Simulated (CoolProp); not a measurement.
Saturation properties of decamethyltetrasiloxane (MD2M) (Tc = 599.4 K, pc = 11.44 bar, ω = 0.635).

Values from CoolProp's reference Helmholtz-energy equation of state, Thol 2017.

| T (K) | p (bar) | liquid density (kg/m³) | liquid cp (kJ/(kg K)) | vapour Z |
|---|---|---|---|---|
| 336.1 | 0.007017 | 810.8 | 1.817 | 0.9986 |
| 343.2 | 0.01049 | 803.6 | 1.834 | 0.9980 |
| 350.3 | 0.01536 | 796.5 | 1.851 | 0.9973 |
| 357.4 | 0.02204 | 789.3 | 1.868 | 0.9964 |
| 364.5 | 0.03103 | 782.1 | 1.885 | 0.9952 |
| 371.6 | 0.04295 | 774.8 | 1.901 | 0.9937 |
| 378.7 | 0.05847 | 767.4 | 1.917 | 0.9920 |
| 385.7 | 0.07809 | 760.1 | 1.933 | 0.9899 |
| 392.8 | 0.1033 | 752.7 | 1.949 | 0.9874 |
| 399.9 | 0.1348 | 745.1 | 1.965 | 0.9844 |

It boils at 467.6 K under 1 atm.
